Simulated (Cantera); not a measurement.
Input: 1 mol AlN, 0.032 mol C, 5.7 mol N₂, equilibrated at 2850 K and 22.0 mbar.

Method: chemical equilibrium by Gibbs-energy minimisation in Cantera with the NASA 1993 tables (ideal gas, pure condensed phases). Candidate condensed phases: Al, AlN, C; 16 gas species. The numbers say what is thermodynamically allowed, not how fast it happens.

Base state: N₂ 0.857, Al 0.139, CN 0.00341, C 0.000213, C₃ 0.000188, C₂N₂ 7.24e-5, C₂ 4.47e-5, N 3.14e-5 (mole fractions); condensed: gas only.

Task: What changes in the equilibrium state with this change: N₂ from 5.7 to 0.84 mol?

Result: 
| species | before | after |
|---|---|---|
| N₂ | 0.857 | 0.566 |
| Al | 0.139 | 0.425 |
| CN | 0.00341 | 0.00609 |
| C₅ | 3.68e-7 | 1.88e-5 |
| C₃ | 0.000188 | 0.00199 |
| Al₂ | 5.72e-6 | 5.37e-5 |
